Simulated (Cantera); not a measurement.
A closed system holds: 1 mol SF₆, 0.046 mol H₂O, held at 10.0 mbar.

Method: chemical equilibrium by Gibbs-energy minimisation in Cantera with the NASA 1993 tables (ideal gas, pure condensed phases). Candidate condensed phases: H₂O, H₂SO₄, S; 43 gas species. The tables' values for S₂F₂ (SSF₂), SF₃, SOF₂ are old estimates; treat these amounts as uncertain. Kinetics and transport are ignored. All values below are at 2127 °C.

Base state: F 0.866, S 0.0511, S₂ 0.0326, SF 0.0231, HF 0.0140, SO 0.00647, SF₂ 0.00627, SO₂ 0.000216 (mole fractions); condensed: gas only.

**Question.** What changes in the equilibrium state with this change: pressure from 10.0 mbar to 49.0 mbar?

**Answer.** 
| species | before | after |
|---|---|---|
| F | 0.866 | 0.840 |
| SF₂ | 0.00627 | 0.0529 |
| SF | 0.0231 | 0.0410 |
| S | 0.0511 | 0.0191 |
| S₂ | 0.0326 | 0.0223 |
| HF | 0.0140 | 0.0155 |
| SF₄ | 7.38e-8 | 1.41e-5 |
| SF₃ | 1.59e-5 | 0.000636 |
| SOF₂ | 1.32e-5 | 0.000288 |
The tables' values for S₂F₂ (SSF₂), SF₃, SOF₂, FS₂F (FSSF) are old estimates; treat these amounts as uncertain.
